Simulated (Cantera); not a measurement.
Input: 1 mol SiCl4, 0.45 mol HCl, 240 mol N2, held at 10.0 Torr.

Equilibrium computed with Cantera from the NASA thermochemical tables; the gas is ideal and each condensed phase is pure. Candidate condensed phases: NH4Cl, Si, Si3N4; 28 gas species. The tables' values for SiCl3 are old estimates; treat these amounts as uncertain. Kinetics and transport are ignored.

x: gas mole fraction; nothing condenses.

```tsv
T (°C)	x N2	x SiCl4	x Cl	x HCl	x SiCl2
852	0.994	0.00414	3.95e-6	0.00186	4.53e-8
902	0.994	0.00413	9.74e-6	0.00186	2.11e-7
952	0.994	0.00412	2.25e-5	0.00186	8.51e-7
1002	0.994	0.00409	4.90e-5	0.00186	3.01e-6
1052	0.994	0.00405	0.000102	0.00186	9.45e-6
1102	0.994	0.00396	0.000202	0.00186	2.65e-5
1152	0.994	0.00382	0.000385	0.00186	6.69e-5
1202	0.993	0.00358	0.000704	0.00186	0.000153
1252	0.993	…	0.00123	0.00186	0.000322
1302	0.992	…	0.00203	0.00186	0.000621
1352	0.991	…	0.00315	0.00186	0.00109
```

Task: What belongs in the gaps?

Result: 
- 1252, x SiCl4: 0.00322
- 1302, x SiCl4: 0.00271
- 1352, x SiCl4: 0.00205
